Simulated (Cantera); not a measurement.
What does this Cantera script print?

```python
import numpy as np
import cantera as ct

gas = ct.Solution("h2o2.yaml")
gas.TPX = 1350, 550, {'H2': 0.13, 'O2': 1}
inlet = ct.Reservoir(gas, clone=True)

reactor = ct.IdealGasConstPressureReactor(gas, energy="off", clone=False)
exhaust = ct.Reservoir(gas, clone=True)
tau = [1.2, 0.46, 0.18, 0.069, 0.027, 0.01, 0.004, 0.0016][0]
for a, b in ((inlet, reactor), (reactor, exhaust)):
    ct.MassFlowController(a, b, mdot=lambda t: reactor.mass / tau)
net = ct.ReactorNet([reactor])
show = ['H2', 'O2', 'O', 'H2O2', 'OH', 'H', 'H2O']

rows = []
print(f"{'tau/s':>10s}{'T/K':>9s}" + "".join(f"{s:>11s}" for s in show))
for tau in [1.2, 0.46, 0.18, 0.069, 0.027, 0.01, 0.004, 0.0016]:
    net.initial_time = 0.0
    net.advance(30 * tau)
    before = gas.X
    net.advance(40 * tau)
    drift = np.max(np.abs(gas.X - before) / (gas.X + 1e-9))
    rows.append([gas.T, *gas[show].X, drift])
    print(f"{tau:10.3e}{gas.T:9.1f}" + "".join(f"{x:11.3e}" for x in gas[show].X))
```

Output:

```
     tau/s      T/K         H2         O2          O       H2O2         OH          H        H2O
 1.200e+00   1350.0  9.550e-04  8.618e-01  1.355e-02  4.978e-08  5.249e-03  2.462e-03  1.160e-01
 4.600e-01   1350.0  1.610e-03  8.509e-01  2.317e-02  5.713e-08  6.772e-03  5.503e-03  1.121e-01
 1.800e-01   1350.0  2.461e-03  8.363e-01  3.575e-02  6.111e-08  8.260e-03  1.054e-02  1.067e-01
 6.900e-02   1350.0  3.414e-03  8.213e-01  4.849e-02  6.232e-08  9.479e-03  1.675e-02  1.005e-01
 2.700e-02   1350.0  4.453e-03  8.114e-01  5.661e-02  6.340e-08  1.032e-02  2.166e-02  9.559e-02
 1.000e-02   1350.0  6.269e-03  8.074e-01  5.909e-02  6.754e-08  1.116e-02  2.489e-02  9.116e-02
 4.000e-03   1350.0  9.914e-03  8.091e-01  5.623e-02  7.618e-08  1.223e-02  2.664e-02  8.587e-02
 1.600e-03   1350.0  1.800e-02  8.160e-01  4.862e-02  8.891e-08  1.357e-02  2.704e-02  7.681e-02
```

Cantera simulation using the H2/O2 subset of GRI-Mech 3.0, which has no nitrogen chemistry; the numbers are that mechanism's predictions, not measurements. Radical loss at walls, strong at low pressure, is not modelled. The temperature is held fixed by assumption; the heat of reaction is taken as removed at once.
